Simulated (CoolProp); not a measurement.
R410A along the isotherm 278.6 K: Z from the reference equation and from simpler models built on Tc = 344.5 K, pc = 49.01 bar, ω = 0.296; each cubic takes its own stable root.

Values from CoolProp's reference Helmholtz-energy equation of state, Lemmon 2003. It is a pseudo-pure fit of the blend.

```
p (bar)   phase  reference
-------  ------  ---------
0.775       gas     0.9871
1.25        gas     0.9790
2.02        gas     0.9657
3.27        gas     0.9434
5.28        gas     0.9055
13.8     liquid    0.03759
22.3     liquid    0.06049
36       liquid    0.09702
58.1     liquid     0.1551
93.9     liquid     0.2472
152      liquid     0.3927
245      liquid     0.6176
```

How far does each simpler model (van der Waals, Soave-Redlich-Kwong, Peng-Robinson) lie from the reference over these 12 states: mean and median of the absolute difference, and the worst?


- van der Waals: mean 214.6 %, median 65.8 %, worst +2129.6 % at 278.6 K and 13.8 bar
- Soave-Redlich-Kwong: mean 11.9 %, median 17.9 %, worst +21.4 % at 278.6 K and 13.8 bar
- Peng-Robinson: mean 3.7 %, median 4.8 %, worst +7.0 % at 278.6 K and 13.8 bar

At some of these states van der Waals gives the other phase, because its saturation line lies elsewhere.
